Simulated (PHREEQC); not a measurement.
Make-up at 25 °C: 65 mmol/kgw HF, 0.43 mmol/kgw NaF and 0.125 mmol/kgw H2SiF6. Closed to the air; pH follows from the charge balance.

The numbers come from PHREEQC with the ion-association model, wateq4f.dat.

Precipitation was switched off in this run.

Task: Order these F species by the share of F that they hold, largest first: SiF6-2, HF2-, HF, H2F2, F-.

Result: HF (70 %), H2F2 (17 %), F- (8.6 %), HF2- (3.1 %), SiF6-2 (1.1 %)

The pH is 2.22 and the ionic strength 0.00705 mol/kgw. Species that the database lacks are ignored. wateq4f.dat counts part of the HF as a dimer, H2F2, which phreeqc.dat doesn't know; its constant is uncertain. SiF6-2 is the database's only silicon fluoride.
